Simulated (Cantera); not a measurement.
An adiabatic, constant-pressure homogeneous reactor starts with 2.89 % C₃H₈, 24.5 % O₂, 61.3 % N₂, 11.3 % H₂O, at 1600 K and 2930 Torr.

Computed with Cantera and GRI-Mech 3.0 (53 species, 325 reactions). GRI-Mech 3.0 was tuned for natural gas; its chemistry of propane as a main component is partial and can be far from experiment.

Problem. Predict: time of steepest temperature rise; temperature at 7.00 s; equilibrium temperature; x(O₂) at 7.00 s; x(H₂O) at 7.00 s; x(CO) at 7.00 s.

Solution. time of steepest temperature rise: 12.2 µs
temperature at 7.00 s: 2697 K
equilibrium temperature: 2697 K
x(O₂) at 7.00 s: 0.0880 (gas-phase equilibrium 0.0880)
x(H₂O) at 7.00 s: 0.202 (gas-phase equilibrium 0.202)
x(CO) at 7.00 s: 0.0118 (gas-phase equilibrium 0.0118)
